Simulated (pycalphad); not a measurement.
Computed with pycalphad from the COST 507 light-alloy database (1999), at 1 atm. The database dates from 1999; later assessments differ in places, in temperatures and in the compounds included. The system is extrapolated from its subsystems; higher-order compounds may be missing. Amounts are mole fractions of atoms. Kinetics are ignored, which matters at the lower temperatures.

Question: Give the equilibrium state of Ti-3.86Si-4.08Fe (at.%) at 1200 K.

Answer: 
```
T = 1200.00 K, P = 101325 Pa, N = 1 mol of atoms
G = -68476 J/mol, H = 21919 J/mol, S = 75.33 J/(mol K)  (SER reference)
chemical potentials (J/mol): Ti -59333, Si -234005, Fe -118191
phase             fraction      x(Ti)      x(Si)      x(Fe)
BCC_A2              0.9131     0.9368     0.0185     0.0447
SITI3               0.0869     0.7500     0.2500       none
```

Question: Give the equilibrium state of Ti-3.86Si-4.08Fe (at.%) at 850 K.

Answer: hcp, fraction 0.527, with 0.40 Si, 0.06 Fe at.%; bcc, fraction 0.332, with 0.45 Si, 12.2 Fe at.%; SITI3, fraction 0.140, with 25.0 Si, no Fe at.%.

Database names, with the compositions (at.%) that they take in these runs: SITI3: Ti 75 Si 25. BCC_A2 is bcc. An entry "none" or "no" means that the model of the phase leaves that element out.
